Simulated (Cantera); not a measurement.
# Equilibrium for carbothermic reduction: PbO + CO

Charge: 1 mol PbO, 1.9 mol CO, held at 130 Pa.

Method: chemical equilibrium by Gibbs-energy minimisation in Cantera with the NASA 1993 tables (ideal gas, pure condensed phases). Candidate condensed phases: C, Pb, PbO, PbO2, Pb3O4; 15 gas species. Rates play no part.

At 1173 K the condensed part is Pb(l). From 1223 K to 1623 K nothing is condensed. The main Pb-bearing gas is Pb throughout.

```tsv
T (K)	log p CO2	log p Pb	log p CO	log p PbO	n Pb(l)
1173	-3.34	-3.37	-3.38	-7.84	0.0875
1223	-3.35	-3.35	-3.39	-7.53	0
1273	-3.35	-3.35	-3.39	-7.27	0
1323	-3.35	-3.35	-3.39	-7.03	0
1373	-3.35	-3.35	-3.39	-6.80	0
1423	-3.35	-3.35	-3.39	-6.60	0
1473	-3.35	-3.35	-3.39	-6.41	0
1523	-3.35	-3.35	-3.39	-6.23	0
1573	-3.35	-3.35	-3.39	-6.06	0
1623	-3.35	-3.35	-3.39	-5.91	0
```
log p: log10 of the partial pressure in bar; n: condensed amount in mol.
